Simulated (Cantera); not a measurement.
A freely propagating, adiabatic, planar premixed flame of H₂ : O₂ : N₂ : H₂O = 1 : 0.794 : 2.98 : 1.1 (molar parts), unburnt at 600 K and 0.133 bar; mixture-averaged transport, grid criteria slope 0.08 and curve 0.16, no radiation.

Cantera simulation using the H2/O2 subset of GRI-Mech 3.0, which has no nitrogen chemistry; the numbers are that mechanism's predictions, not measurements. Burning velocities carry a grid error of a few per cent, more on coarse grids. Lean hydrogen flames are cellular in practice and burn faster than this planar one.

x: mole fraction of selected species; z is measured from the peak of heat release.

| z (mm) | T (K) | u (m/s) | x H₂ | x O₂ | x H₂O | x OH | x O | x H |
|---|---|---|---|---|---|---|---|---|
| -16.0 | 600 | 3.24 | 0.170 | 0.135 | 0.187 | <1e-8 | <1e-8 | <1e-8 |
| -10.7 | 600 | 3.24 | 0.170 | 0.135 | 0.187 | <1e-8 | <1e-8 | <1e-8 |
| -8.00 | 600 | 3.24 | 0.170 | 0.135 | 0.187 | <1e-8 | <1e-8 | <1e-8 |
| -5.33 | 600 | 3.24 | 0.170 | 0.135 | 0.187 | <1e-8 | <1e-8 | 1.02e-7 |
| -2.67 | 616 | 3.31 | 0.164 | 0.135 | 0.190 | … | … | … |
| -1.33 | 755 | 3.99 | 0.138 | 0.131 | 0.208 | 0.000347 | 0.000197 | 0.00297 |
| 0 | 1039 | 5.37 | 0.0778 | 0.107 | 0.265 | 0.00161 | 0.00283 | 0.0162 |
| 1.33 | 1255 | 6.43 | 0.0308 | 0.0754 | 0.323 | 0.00485 | 0.00659 | 0.0242 |
| 2.67 | 1365 | 6.96 | … | 0.0659 | 0.341 | … | … | … |
| 5.33 | 1481 | 7.49 | 0.0165 | 0.0618 | 0.352 | 0.00810 | 0.00608 | 0.0140 |
| 10.7 | 1587 | 7.97 | 0.0126 | 0.0589 | 0.362 | 0.00847 | 0.00441 | 0.00776 |
| 21.3 | 1672 | 8.35 | 0.00824 | 0.0567 | 0.372 | 0.00777 | 0.00275 | 0.00358 |
| 42.6 | 1732 | 8.61 | 0.00451 | 0.0555 | 0.379 | 0.00624 | 0.00146 | 0.00132 |

Question: What belongs in the gaps?

Answer: 
- -2.67, x OH: 4.01e-5
- -2.67, x O: 9.22e-6
- -2.67, x H: 0.000151
- 2.67, x H₂: 0.0202
- 2.67, x OH: 0.00679
- 2.67, x O: 0.00712
- 2.67, x H: 0.0210
